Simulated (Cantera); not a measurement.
A closed system holds: 1 mol MgO, 0.49 mol CH4, 1.7 mol CO, held at 1752 °C and 1.33 mbar.

Equilibrium computed with Cantera from the NASA thermochemical tables; the gas is ideal and each condensed phase is pure. Candidate condensed phases: C, C6H6, C7H8, C8H18, H2O, Mg, MgCO3, MgO, Mg(OH)2; 116 gas species. The tables' values for MgH are old estimates; treat these amounts as uncertain. Equilibrium is a limit: real reactors are often held back by kinetics, nucleation or transport.

Base state: CO 0.558, H2 0.220, Mg 0.162, H 0.0247, H2O 0.0221, CO2 0.0120, OH 0.000259, MgOH 0.000171 (mole fractions); condensed: MgO(s).

What changes in the equilibrium state with this change: CO from 1.7 to 0.16 mol?


```
species        before     after
-----------  --------  --------
H2              0.220     0.398
CO              0.558     0.288
Mg              0.162     0.250
CO2            0.0120   0.00400
H              0.0247    0.0332
H2O            0.0221    0.0258
MgH           4.38e-5   9.09e-5
O             2.11e-5   1.37e-5
MgOH         0.000171  0.000230
OH           0.000259  0.000225
MgO           2.52e-5   2.52e-5
MgO(s), mol     0.377     0.443
```
